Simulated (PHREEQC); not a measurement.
## Brine (model solution)

A solution holds 4.9 mol NaBr, 0.13 mol CaCl2 and 0.6 mol MgCl2 per kg of water, at 25 °C. Closed to the air; pH follows from the charge balance.

Model: Pitzer model, pitzer.dat, run in PHREEQC.

Precipitation was switched off in this run.

Problem. Estimate the activity of water, density, osmotic coefficient.

Solution. activity of water 0.711; density 1.363 g/cm³; osmotic coefficient 1.581.
